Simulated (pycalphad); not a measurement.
Computed with pycalphad from the COST 507 light-alloy database (1999), at 1 atm. These are 1990s assessments: newer ones move some temperatures and phases. Phase fractions are per mole of atoms.

Problem. Give the equilibrium state of Al-0.9641Si-0.7214Fe (wt.%) at 427 °C.

Solution. 
```
T = 700.00 K, P = 101325 Pa, N = 1 mol of atoms
G = -25223 J/mol, H = 10544 J/mol, S = 51.10 J/(mol K)  (SER reference)
chemical potentials (J/mol): Al -24892, Si -17484, Fe -139086
phase             fraction      x(Al)      x(Si)      x(Fe)
FCC_A1              0.9743     0.9965     0.0035   2.31e-06
ALFESI_BETA         0.0233     0.7000     0.1500     0.1500
DIAMOND_A4          0.0024   2.92e-08     1.0000       none
```

Problem. Give the equilibrium state of Al-0.9641Si-0.7214Fe (wt.%) at 627 °C.

Solution. 
```
T = 900.00 K, P = 101325 Pa, N = 1 mol of atoms
G = -36268 J/mol, H = 17893 J/mol, S = 60.18 J/(mol K)  (SER reference)
chemical potentials (J/mol): Al -35897, Si -37419, Fe -137769
phase             fraction      x(Al)      x(Si)      x(Fe)
FCC_A1              0.8947     0.9952     0.0046   0.000158
LIQUID              0.0918     0.9464     0.0450     0.0086
ALFESI_ALPHA        0.0135     0.7334     0.0766     0.1900
```

Database names, with the compositions (at.%) that they take in these runs: ALFESI_ALPHA: Al 73 Fe 19 Si 8; ALFESI_BETA: Al 70 Si 15 Fe 15. FCC_A1 is fcc; DIAMOND_A4 is diamond (Si). An entry "none" or "no" means that the model of the phase leaves that element out.
